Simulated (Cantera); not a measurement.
Input (Python, Cantera) and output of one run.

```python
import numpy as np
import cantera as ct

gas_names = """
    H H2 N NH NH2 NH3 N2 N2H2 N2H4 Si SiH SiH2 SiH3 SiH4 SiN Si2 Si2N Si3
""".split()
cond_names = """
    Si(cr) Si(L) Si3N4(a)
""".split()


# ... load() reads the species with a 1 bar reference pressure and builds the phases ...
atoms = {
    'SiH4': {'Si': 1, 'H': 4},
    'N2': {'N': 2},
}
top_T = {'Si3N4(a)': 2400}  # K; cautious upper limits of use, not melting points


# ... equilibrate(T, P, feed) seeds the gas with the atoms and calls Mixture.equilibrate('TP', solver="vcs", rtol=1e-11, max_steps=5000) ...
results = []
feed = {'SiH4': 1, 'N2': 1.1}  # mol
for P in [5, 13, 36, 98, 260, 710, 1900, 5100, 14000, 37000, 100000]:
    for T in [1100, 1150, 1200, 1250, 1300, 1350, 1400, 1450, 1500, 1550]:
        mix = equilibrate(T, P, feed)
        results.append((T, P, feed, dict(zip(mix.species_names, mix.species_moles))))

for T, P, feed, n in results:
    print(f"{T:7g} {P:10.4g}  " + (" + ".join(c for c in cond_names if n.get(c, 0) > 1e-12) or "gas only"))
```

It prints:

```
   1100          5  Si3N4(a)
   1150          5  Si3N4(a)
   1200          5  Si3N4(a)
   1250          5  Si3N4(a)
   1300          5  Si3N4(a)
   1350          5  Si3N4(a)
   1400          5  Si3N4(a)
   1450          5  Si(cr) + Si3N4(a)
   1500          5  Si(cr)
   1550          5  Si(cr)
   1100         13  Si3N4(a)
   1150         13  Si3N4(a)
   1200         13  Si3N4(a)
   1250         13  Si3N4(a)
   1300         13  Si3N4(a)
   1350         13  Si3N4(a)
   1400         13  Si3N4(a)
   1450         13  Si3N4(a)
   1500         13  Si(cr)
   1550         13  Si(cr)
   1100         36  Si3N4(a)
   1150         36  Si3N4(a)
   1200         36  Si3N4(a)
   1250         36  Si3N4(a)
   1300         36  Si3N4(a)
   1350         36  Si3N4(a)
   1400         36  Si3N4(a)
   1450         36  Si3N4(a)
   1500         36  Si3N4(a)
   1550         36  Si(cr) + Si3N4(a)
   1100         98  Si3N4(a)
   1150         98  Si3N4(a)
   1200         98  Si3N4(a)
   1250         98  Si3N4(a)
   1300         98  Si3N4(a)
   1350         98  Si3N4(a)
   1400         98  Si3N4(a)
   1450         98  Si3N4(a)
   1500         98  Si3N4(a)
   1550         98  Si3N4(a)
   1100        260  Si3N4(a)
   1150        260  Si3N4(a)
   1200        260  Si3N4(a)
   1250        260  Si3N4(a)
   1300        260  Si3N4(a)
   1350        260  Si3N4(a)
   1400        260  Si3N4(a)
   1450        260  Si3N4(a)
   1500        260  Si3N4(a)
   1550        260  Si3N4(a)
   1100        710  Si3N4(a)
   1150        710  Si3N4(a)
   1200        710  Si3N4(a)
   1250        710  Si3N4(a)
   1300        710  Si3N4(a)
   1350        710  Si3N4(a)
   1400        710  Si3N4(a)
   1450        710  Si3N4(a)
   1500        710  Si3N4(a)
   1550        710  Si3N4(a)
   1100       1900  Si3N4(a)
   1150       1900  Si3N4(a)
   1200       1900  Si3N4(a)
   1250       1900  Si3N4(a)
   1300       1900  Si3N4(a)
   1350       1900  Si3N4(a)
   1400       1900  Si3N4(a)
   1450       1900  Si3N4(a)
   1500       1900  Si3N4(a)
   1550       1900  Si3N4(a)
   1100       5100  Si3N4(a)
   1150       5100  Si3N4(a)
   1200       5100  Si3N4(a)
   1250       5100  Si3N4(a)
   1300       5100  Si3N4(a)
   1350       5100  Si3N4(a)
   1400       5100  Si3N4(a)
   1450       5100  Si3N4(a)
   1500       5100  Si3N4(a)
   1550       5100  Si3N4(a)
   1100    1.4e+04  Si3N4(a)
   1150    1.4e+04  Si3N4(a)
   1200    1.4e+04  Si3N4(a)
   1250    1.4e+04  Si3N4(a)
   1300    1.4e+04  Si3N4(a)
   1350    1.4e+04  Si3N4(a)
   1400    1.4e+04  Si3N4(a)
   1450    1.4e+04  Si3N4(a)
   1500    1.4e+04  Si3N4(a)
   1550    1.4e+04  Si3N4(a)
   1100    3.7e+04  Si3N4(a)
   1150    3.7e+04  Si3N4(a)
   1200    3.7e+04  Si3N4(a)
   1250    3.7e+04  Si3N4(a)
   1300    3.7e+04  Si3N4(a)
   1350    3.7e+04  Si3N4(a)
   1400    3.7e+04  Si3N4(a)
   1450    3.7e+04  Si3N4(a)
   1500    3.7e+04  Si3N4(a)
   1550    3.7e+04  Si3N4(a)
   1100      1e+05  Si3N4(a)
   1150      1e+05  Si3N4(a)
   1200      1e+05  Si3N4(a)
   1250      1e+05  Si3N4(a)
   1300      1e+05  Si3N4(a)
   1350      1e+05  Si3N4(a)
   1400      1e+05  Si3N4(a)
   1450      1e+05  Si3N4(a)
   1500      1e+05  Si3N4(a)
   1550      1e+05  Si3N4(a)
```

Cantera equilibrium calculation (NASA polynomials, part measured and part estimated; ideal gas, pure solids and liquids). N2 is the only nitrogen source here; it is nearly inert below about 1500 K, so the nitride shown seldom forms there in practice. Mutual solubility and eutectic melting of coexisting phases are not modelled.
